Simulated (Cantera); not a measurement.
# Ignition delay

Mixture: CO : H2 : CH4 : O2 : N2 = 1 : 0.035 : 0.091 : 0.411 : 1.19 (molar parts), equivalence ratio 1.7, at 750 Torr, adiabatic and at constant volume. Ignition delay is the time to a rise of 400 K.

Detailed kinetics in Cantera: GRI-Mech 3.0 (53 species, 325 reactions).

| T0 (K) | delay (ms) |
|---|---|
| 1273 | 0.600 |
| 1348 | 0.361 |
| 1423 | 0.230 |
| 1498 | 0.156 |
| 1573 | 0.110 |

```yaml
apparent activation energy between 1423 and 1573 K: 92 kJ/mol
```
